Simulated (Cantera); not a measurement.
What does this Cantera script print?

```python
import numpy as np
import cantera as ct

gas_names = [...]  # 47 gases of nasa_gas.yaml made of Cl, H, N, O, Si
cond_names = """
    H2O(s) H2O(L) NH4CL(a) NH4CL(b) Si(cr) Si(L) SiO2(Lqz) SiO2(hqz) SiO2(L) Si2N2O(s) Si3N4(a)
""".split()


# ... load() reads the species with a 1 bar reference pressure and builds the phases ...
atoms = {
    'SiO2': {'Si': 1, 'O': 2},
    'HCl': {'H': 1, 'CL': 1},
    'N2': {'N': 2},
}
top_T = {'Si2N2O(s)': 2100, 'Si3N4(a)': 2400}  # K; cautious upper limits of use, not melting points


# ... equilibrate(T, P, feed) seeds the gas with the atoms and calls Mixture.equilibrate('TP', solver="vcs", rtol=1e-11, max_steps=5000) ...
results = []
feed = {'SiO2': 1, 'HCl': 4.8, 'N2': 2}  # mol
P = 8300  # Pa
for T in [798, 873, 948, 1023, 1098, 1173, 1248, 1323, 1398, 1473, 1548, 1623, 1698, 1773]:
    mix = equilibrate(T, P, feed)
    results.append((T, P, feed, dict(zip(mix.species_names, mix.species_moles))))

top = {s: max(r[3][s] / sum(r[3][g] for g in gas_names) for r in results) for s in gas_names}
cols = sorted((s for s in top if top[s] > 0.001), key=lambda s: -top[s])[:8]
seen = [c for c in cond_names if any(r[3].get(c, 0) > 1e-12 for r in results)]
print("log10 of partial pressures in bar; condensed amounts in mol")
print(f"{'T/K':>10s}" + "".join(f"{s[:9]:>10s}" for s in cols + seen))
for T, P, feed, n in results:
    ng = sum(n[g] for g in gas_names)
    print(f"{T:10.4g}" + "".join(f"{np.log10(max(n[s] / ng * P / 1e5, 1e-99)):10.3f}" for s in cols)
          + "".join(f"{n.get(c, 0):10.4g}" for c in seen))
```

It prints:

```
log10 of partial pressures in bar; condensed amounts in mol
       T/K       HCL        N2        CL        H2 SiO2(Lqz) SiO2(hqz)   SiO2(L)
       798    -1.232    -1.612    -8.923    -7.734    0.9999         0         0
       873    -1.232    -1.612    -7.969    -7.194         0    0.9999         0
       948    -1.232    -1.612    -7.171    -6.724         0    0.9999         0
      1023    -1.232    -1.612    -6.499    -6.303         0    0.9998         0
      1098    -1.232    -1.612    -5.930    -5.914         0    0.9997         0
      1173    -1.232    -1.612    -5.445    -5.549         0    0.9996         0
      1248    -1.232    -1.612    -5.027    -5.208         0    0.9995         0
      1323    -1.233    -1.612    -4.664    -4.890         0    0.9993         0
      1398    -1.233    -1.612    -4.343    -4.597         0    0.9992         0
      1473    -1.233    -1.613    -4.058    -4.329         0     0.999         0
      1548    -1.234    -1.613    -3.802    -4.084         0    0.9988         0
      1623    -1.235    -1.613    -3.569    -3.860         0    0.9986         0
      1698    -1.237    -1.613    -3.358    -3.657         0         0    0.9983
      1773    -1.240    -1.614    -3.162    -3.476         0         0    0.9976
```

These are equilibrium values from Cantera (NASA tables, ideal gas, pure condensed phases), not measurements of a reactor. The tables' values for SiCl3 are old estimates; treat these amounts as uncertain. The tables hold silica as quartz up to 1696 K and as liquid above; real silica turns to tridymite and cristobalite and melts near 1996 K.
